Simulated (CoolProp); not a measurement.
The numbers come from the reference Helmholtz-energy equation of state, Eisenbach 2021 in CoolProp.

Question: For propylene glycol, give the phase and the density (kg/m³), speed of sound (m/s), Joule-Thomson coefficient (K/MPa), expansivity (1/kK) at 620 K and 994 kPa.

Answer: 
- 620 K and 994 kPa: gas; density 15.7, speed of sound 249, Joule-Thomson coefficient 6.35, expansivity 2.11
